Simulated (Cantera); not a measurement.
A closed system holds: 1 mol B2H6, a varied amount of O2, 1.1 mol N2, held at 1700 K and 23.0 Pa.

Cantera equilibrium calculation (NASA polynomials, part measured and part estimated; ideal gas, pure solids and liquids). Candidate condensed phases: B, BN, B2O3, B3O3H3, H2O; 39 gas species. The feed counts by its element totals alone. The numbers say what is thermodynamically allowed, not how fast it happens.

x: gas mole fraction; n: condensed amount in mol.

```json
[
 {"n(O2) (mol)": "0.94", "x H2": "0.549", "x H2O": "2.57e-5", "x O2": "<1e-12", "x HBO2": "0.00297", "x N2": "0.198", "x B2O3": "0.0207", "x HBO": "0.104", "x B2O2": "0.0906", "x BO": "0.0272", "n BN(s)": "0.237"},
 {"n(O2) (mol)": "1.3", "x H2": "0.532", "x H2O": "0.000243", "x O2": "<1e-12", "x HBO2": "0.0197", "x N2": "0.213", "x B2O3": "0.0961", "x HBO": "0.0703", "x B2O2": "0.0430", "x BO": "0.0187", "n BN(s)": "0"},
 {"n(O2) (mol)": "1.7", "x H2": "…", "x H2O": "…", "x O2": "…", "x HBO2": "…", "x N2": "0.215", "x B2O3": "…", "x HBO": "…", "x B2O2": "…", "x BO": "…", "n BN(s)": "0"},
 {"n(O2) (mol)": "2.4", "x H2": "…", "x H2O": "…", "x O2": "…", "x HBO2": "0.324", "x N2": "0.215", "x B2O3": "…", "x HBO": "…", "x B2O2": "…", "x BO": "…", "n BN(s)": "0"},
 {"n(O2) (mol)": "3.2", "x H2": "0.00271", "x H2O": "0.390", "x O2": "0.0365", "x HBO2": "0.337", "x N2": "0.206", "x B2O3": "0.0175", "x HBO": "3.81e-6", "x B2O2": "2.48e-8", "x BO": "1.42e-5", "n BN(s)": "0"},
 {"n(O2) (mol)": "4.4", "x H2": "0.000921", "x H2O": "0.319", "x O2": "0.211", "x HBO2": "0.273", "x N2": "0.168", "x B2O3": "0.0140", "x HBO": "1.28e-6", "x B2O2": "8.27e-9", "x BO": "8.21e-6", "n BN(s)": "0"},
 {"n(O2) (mol)": "5.9", "x H2": "0.000576", "x H2O": "0.260", "x O2": "0.357", "x HBO2": "0.221", "x N2": "0.136", "x B2O3": "0.0113", "x HBO": "7.98e-7", "x B2O2": "5.12e-9", "x BO": "6.46e-6", "n BN(s)": "0"}
]
```

### Question
Fill in the missing entries.

### Answer

- 2.4, x H2: 0.232
- 2.4, x H2O: 0.190
- 2.4, x O2: 1.18e-6
- 2.4, x B2O3: 0.0331
- 2.4, x HBO: 0.000643
- 2.4, x B2O2: 8.25e-6
- 2.4, x BO: 0.000259
- 1.7, x H2: 0.491
- 1.7, x H2O: 0.0116
- 1.7, x O2: 9.71e-10
- 1.7, x HBO2: 0.148
- 1.7, x B2O3: 0.114
- 1.7, x HBO: 0.0102
- 1.7, x B2O2: 0.000989
- 1.7, x BO: 0.00284
